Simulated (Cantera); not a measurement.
Input (Python, Cantera):

```python
import numpy as np
import cantera as ct

gas = ct.Solution("gri30.yaml")
gas.TPX = 1525, 420000, {'CH4': 1, 'H2O': 2.7}
reactor = ct.IdealGasConstPressureReactor(gas, energy="off", clone=False)
net = ct.ReactorNet([reactor])
net.rtol, net.atol = 1e-08, 1e-18
show = ['CH4', 'H2O', 'O2', 'H', 'C2H', 'HCO', 'C2H6']
times = np.geomspace(0.0002, 300, 12)

steps = ct.SolutionArray(gas, extra=["t"])
rows = []
print(f"{'t/s':>10s}{'T/K':>9s}{'P/Pa':>11s}" + "".join(f"{s:>11s}" for s in show))
for t in times:
    while net.time < t:
        t_next = net.step()
        steps.append(gas.state, t=t_next)
    rows.append([np.interp(t, steps.t, y) for y in (steps.T, steps.P, *steps(*show).X.T)])
    print(f"{t:10.3e}{rows[-1][0]:9.1f}{rows[-1][1]:11.4g}" + "".join(f"{x:11.3e}" for x in rows[-1][2:]))
rate = np.gradient(steps.T, steps.t)
print("integrator steps:", len(steps.t))
if steps.T.max() > steps.T[0] + 200:
    print(f"time of steepest temperature rise: {steps.t[rate.argmax()]:.4e} s")
gas.TPX = 1525, 420000, {'CH4': 1, 'H2O': 2.7}
gas.equilibrate("TP")
print(f"equilibrium (TP): T = {gas.T:.1f} K  " + "  ".join(f"{s} {gas[s].X[0]:.3e}" for s in show))
```

Output:

```
       t/s      T/K       P/Pa        CH4        H2O         O2          H        C2H        HCO       C2H6
 2.000e-04   1525.0    4.2e+05  2.698e-01  7.297e-01  1.619e-13  5.652e-08  7.542e-15  6.823e-12  1.668e-04
 7.286e-04   1525.0    4.2e+05  2.684e-01  7.295e-01  1.271e-12  9.621e-08  4.242e-13  6.115e-11  6.126e-04
 2.654e-03   1525.0    4.2e+05  2.625e-01  7.277e-01  1.001e-11  2.877e-07  2.324e-11  3.450e-10  1.221e-03
 9.670e-03   1525.0    4.2e+05  2.416e-01  7.166e-01  3.204e-11  9.171e-07  3.578e-10  3.794e-10  9.267e-04
 3.523e-02   1525.0    4.2e+05  1.921e-01  6.850e-01  1.664e-11  2.252e-06  1.334e-09  2.952e-10  4.159e-04
 1.283e-01   1525.0    4.2e+05  1.204e-01  6.330e-01  4.928e-12  4.216e-06  2.305e-09  3.617e-10  1.460e-04
 4.675e-01   1525.0    4.2e+05  8.430e-02  5.636e-01  2.950e-12  6.010e-06  2.143e-09  9.117e-10  9.388e-05
 1.703e+00   1525.0    4.2e+05  8.109e-02  4.736e-01  1.890e-12  6.752e-06  8.966e-10  2.254e-09  6.936e-05
 6.205e+00   1525.0    4.2e+05  5.930e-02  3.833e-01  1.109e-12  7.542e-06  2.219e-10  4.339e-09  2.977e-05
 2.260e+01   1525.0    4.2e+05  2.846e-02  3.173e-01  6.467e-13  8.171e-06  3.007e-11  6.295e-09  5.917e-06
 8.235e+01   1525.0    4.2e+05  6.325e-03  2.808e-01  4.445e-13  8.530e-06  1.121e-12  7.517e-09  2.703e-07
 3.000e+02   1525.0    4.2e+05  1.148e-04  2.714e-01  4.006e-13  8.634e-06  3.455e-16  7.857e-09  8.757e-11
integrator steps: 2379
equilibrium (TP): T = 1525.0 K  CH4 5.244e-06  H2O 2.712e-01  O2 4.005e-13  H 8.646e-06  C2H 7.468e-19  HCO 7.872e-09  C2H6 1.858e-13
```

Model: GRI-Mech 3.0 (53 species, 325 reactions), integrated in Cantera.
